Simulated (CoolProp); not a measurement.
Octamethylcyclotetrasiloxane (D4) along the isotherm 620 K: Z from the reference equation and from simpler models built on Tc = 586.5 K, pc = 1347 kPa, ω = 0.598; each cubic takes its own stable root.

The numbers come from the reference Helmholtz-energy equation of state, Thol 2015 in CoolProp.

```tsv
p (kPa)	phase	reference	van der Waals	Redlich-Kwong	Soave-Redlich-Kwong
10.7	gas	0.9977	0.9979	0.9977	0.9978
18.9	gas	0.9960	0.9964	0.9959	0.9962
33.7	gas	0.9929	0.9935	0.9927	0.9932
59.9	gas	0.9873	0.9884	0.9870	0.9878
107	gas	0.9771	0.9791	0.9767	0.9782
189	gas	0.9592	0.9625	0.9583	0.9611
337	gas	0.9257	0.9314	0.9242	0.9294
599	gas	0.8628	0.8716	0.8597	0.8702
1070	gas	0.7347	0.7403	0.7245	0.7504
1890	supercritical	0.4366	0.3811	0.3787	0.4816
3370	supercritical	0.4011	0.5152	0.4359	0.4663
```
